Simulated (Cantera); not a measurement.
Input (Python, Cantera) and output of one run.

```python
import numpy as np
import cantera as ct

gas_names = """
    C CO CO2 C2 C2O C3 C3O2 C4 C5 O O2 O3 Pb PbO Pb2
""".split()
cond_names = """
    C(gr) Pb(cr) Pb(L) PbO(rd) PbO(yw) PbO(L) PbO2(s) Pb3O4(s)
""".split()


def load(file, names, dense=False):
    # The tables refer to 1 bar. Condensed volumes are neglected.
    table = {s.name: s for s in ct.Species.list_from_file(file)}
    out = []
    for n in names:
        d = dict(table[n].input_data)
        d["thermo"] = dict(d["thermo"], **{"reference-pressure": 1e5})
        if dense:
            d["equation-of-state"] = {"model": "constant-volume", "density": "1e6 g/cm^3"}
        out.append(ct.Species.from_dict(d))
    return out


gas = ct.Solution(thermo="ideal-gas", species=load("nasa_gas.yaml", gas_names))
cond = {s.name: ct.Solution(thermo="fixed-stoichiometry", species=[s], name=s.name)
        for s in load("nasa_condensed.yaml", cond_names, dense=True)}
atoms = {
    'Pb': {'Pb': 1},
    'CO': {'C': 1, 'O': 1},
}
top_T = {'C(gr)': 4500, 'Pb3O4(s)': 820}  # K; cautious upper limits of use, not melting points


def equilibrate(T, P, feed):
    n = {}
    for name, mol in feed.items():
        for a, k in atoms[name].items():
            n[a] = n.get(a, 0.0) + k * mol
    gas.TPX = T, P, n
    mass = sum(n.values()) * gas.mean_molecular_weight
    gas.equilibrate("TP")
    valid = [c for c in cond.values() if c.min_temp <= T <= top_T.get(c.name, c.max_temp)]
    mix = ct.Mixture([(gas, mass / gas.mean_molecular_weight)] + [(c, 0.0) for c in valid])
    mix.T, mix.P = T, P
    mix.equilibrate("TP", solver="vcs", rtol=1e-11, max_steps=5000)
    return mix


results = []
feed = {'Pb': 1, 'CO': 1.8}  # mol
P = 100000  # Pa
for T in [1448, 1523, 1598, 1673, 1748, 1823, 1898, 1973]:
    mix = equilibrate(T, P, feed)
    results.append((T, P, feed, dict(zip(mix.species_names, mix.species_moles))))

top = {s: max(r[3][s] / sum(r[3][g] for g in gas_names) for r in results) for s in gas_names}
cols = sorted((s for s in top if top[s] > 1e-05), key=lambda s: -top[s])[:7]
seen = [c for c in cond_names if any(r[3].get(c, 0) > 1e-12 for r in results)]
print("log10 of partial pressures in bar; condensed amounts in mol")
print(f"{'T/K':>10s}" + "".join(f"{s[:9]:>10s}" for s in cols + seen))
for T, P, feed, n in results:
    ng = sum(n[g] for g in gas_names)
    print(f"{T:10.4g}" + "".join(f"{np.log10(max(n[s] / ng * P / 1e5, 1e-99)):10.3f}" for s in cols)
          + "".join(f"{n.get(c, 0):10.4g}" for c in seen))
```

Result:

```
log10 of partial pressures in bar; condensed amounts in mol
       T/K        CO        Pb       CO2       Pb2     C(gr)     Pb(L)
      1448    -0.007    -1.836    -2.985    -5.363   0.00189    0.9734
      1523    -0.014    -1.515    -3.292    -4.830 0.0009469    0.9432
      1598    -0.027    -1.225    -3.583    -4.350 0.0004996    0.8859
      1673    -0.050    -0.962    -3.870    -3.914 0.0002726    0.7789
      1748    -0.092    -0.722    -4.171    -3.517 0.0001503    0.5768
      1823    -0.165    -0.502    -4.516    -3.155 8.056e-05    0.1683
      1898    -0.192    -0.449    -4.751    -3.120 4.995e-05         0
      1973    -0.192    -0.448    -4.919    -3.187 3.409e-05         0
```

Equilibrium computed with Cantera from the NASA thermochemical tables; the gas is ideal and each condensed phase is pure.
